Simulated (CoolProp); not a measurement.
Computed with CoolProp (reference Helmholtz-energy equation of state, Thol 2019).

Question: For decamethylcyclopentasiloxane (D5), give the phase and the density (kg/m³), cp (kJ/(kg K)), isothermal compressibility (1/MPa), expansivity (1/kK) at 110.95 °C and 0.101 MPa; 196.15 °C and 0.101 MPa; 281.45 °C and 0.101 MPa.

Answer: 
- 110.95 °C and 0.101 MPa: liquid; density 862, cp 1.82, isothermal compressibility 0.00296, expansivity 1.27
- 196.15 °C and 0.101 MPa: liquid; density 763, cp 1.97, isothermal compressibility 0.00736, expansivity 1.68
- 281.45 °C and 0.101 MPa: gas; density 8.57, cp 1.86, isothermal compressibility 10.5, expansivity 2.20
